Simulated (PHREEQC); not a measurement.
Model water analysis in mg/L, 15 °C, pH 5.87, pe 9.4:

```
constituent            mg/L
------------------  -------
Na                      6.2
K                   0.00297
Ca                     3.18
Mg                     2.16
Cl                      8.4
S(6) as SO4            2.04
Alkalinity as HCO3     36.3
Cd                   0.0359
```

Valence states are taken as typed.

Computed with PHREEQC (ion-association model, wateq4f.dat).

This is a speciation only: nothing precipitates in the calculation.

Problem. Predict the charge-balance error.

Solution. charge-balance error -18.1 %.

Problem. In which forms is C present?

Solution. CO2 77 %, HCO3- 23 % of the C.
